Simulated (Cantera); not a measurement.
Mixture: 8.02 % CH₄, 13.6 % O₂, 78.3 % N₂, equivalence ratio 1.2, at 540000 Pa, adiabatic and at constant volume. Ignition delay is the time to a rise of 400 K.

Computed with Cantera and GRI-Mech 3.0 (53 species, 325 reactions).

Problem. Predict: delay at 1050 K; delay at 1100 K; delay at 1150 K; delay at 1200 K; delay at 1250 K; delay at 1300 K; apparent activation energy between 1200 and 1300 K.

Solution. 
- delay at 1050 K = 0.113 s
- delay at 1100 K = 54.7 ms
- delay at 1150 K = 27.5 ms
- delay at 1200 K = 14.3 ms
- delay at 1250 K = 7.64 ms
- delay at 1300 K = 4.19 ms
- apparent activation energy between 1200 and 1300 K = 160 kJ/mol
